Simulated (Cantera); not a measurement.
**TEOS + CO₂ + H₂ (silicon oxide and oxynitride deposition)**

Feed: 1 mol TEOS, 0.76 mol CO₂, 1.1 mol H₂, held at 0.100 bar.

These are equilibrium values from Cantera (NASA tables, ideal gas, pure condensed phases), not measurements of a reactor. Candidate condensed phases: C, C₆H₆, C₇H₈, C₈H₁₈, H₂O, Si, SiC, SiO₂; 123 gas species. The feed counts by its element totals alone. The tables hold silica as quartz up to 1696 K and as liquid above; real silica turns to tridymite and cristobalite and melts near 1996 K. Equilibrium is a limit: real reactors are often held back by kinetics, nucleation or transport.

```csv
T (K),log p H₂,log p CO,log p H₂O,log p CO₂,log p CH₄,n C(graphite),n SiO₂(β-quartz),n SiC(s)
850,-1.14,-1.88,-2.17,-2.43,-2.48,6.16,1.00,0
950,-1.13,-1.66,-2.82,-3.10,-3.03,5.43,1.00,0
1050,-1.12,-1.63,-3.49,-3.92,-3.49,5.26,1.00,0
1150,-1.12,-1.62,-4.07,-4.64,-3.87,5.24,1.00,0
1250,-1.12,-1.62,-4.56,-5.25,-4.20,5.24,1.00,0
1350,-1.12,-1.62,-4.98,-5.77,-4.48,5.24,1.000,0
1450,-1.12,-1.62,-5.34,-6.22,-4.72,5.24,0.999,0
1550,-1.18,-1.48,-5.57,-6.32,-5.04,2.27,0,0.987
```
log p: log10 of the partial pressure in bar; n: condensed amount in mol.

From 850 K to 1450 K the condensed part is C(graphite) + SiO₂(β-quartz). At 1550 K the condensed part is C(graphite) + SiC(s).
